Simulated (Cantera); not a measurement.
An adiabatic, constant-pressure homogeneous reactor starts with CH4 : H2 : O2 : N2 : H2O = 1 : 0.22 : 3.35 : 12.6 : 0.84 (molar parts), equivalence ratio 0.63, at 1025 K and 2.70 bar. Integrator tolerance rtol = 1e-08.

Cantera simulation using GRI-Mech 3.0 (53 species, 325 reactions); the numbers are that mechanism's predictions, not measurements.

Q: What does this change do: H2 0.22 to 0.47 parts?

A: 
```tsv
quantity	before	after
time of steepest temperature rise	20.9 ms	13.4 ms
temperature at 3.00 s	2215 K	2275 K
equilibrium temperature	2215 K	2275 K
x(CH4) at 3.00 s	<1e-12 (gas-phase equilibrium <1e-12)	<1e-12 (gas-phase equilibrium <1e-12)
x(H2) at 3.00 s	0.000505 (gas-phase equilibrium 0.000505)	0.000822 (gas-phase equilibrium 0.000822)
x(O2) at 3.00 s	0.0652 (gas-phase equilibrium 0.0652)	0.0576 (gas-phase equilibrium 0.0576)
x(NO) at 3.00 s	0.00688 (gas-phase equilibrium 0.00688)	0.00733 (gas-phase equilibrium 0.00733)
x(HCN) at 3.00 s	<1e-12 (gas-phase equilibrium <1e-12)	<1e-12 (gas-phase equilibrium <1e-12)
x(CH2O) at 3.00 s	<1e-12 (gas-phase equilibrium <1e-12)	1.21e-12 (gas-phase equilibrium 1.21e-12)
x(CO) at 3.00 s	0.000878 (gas-phase equilibrium 0.000878)	0.00136 (gas-phase equilibrium 0.00136)
```
